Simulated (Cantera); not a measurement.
Feed: 1 mol SiO2, 1.1 mol F2, 1.4 mol O2, 1.5 mol HCl, held at 675 °C.

Equilibrium computed with Cantera from the NASA thermochemical tables; the gas is ideal and each condensed phase is pure. Candidate condensed phases: H2O, Si, SiO2; 52 gas species. The numbers say what is thermodynamically allowed, not how fast it happens.

### Question
What share of the Si ends up in condensed phases as a function of P (Pa), at 1, 10, 100, 1000, 10000, 100000?

### Answer
```csv
P (Pa),Si condensed (%),as
1,60.4,SiO2(β-quartz)
10,60.0,SiO2(β-quartz)
100,59.5,SiO2(β-quartz)
1000,58.4,SiO2(β-quartz)
10000,56.4,SiO2(β-quartz)
100000,53.7,SiO2(β-quartz)
```
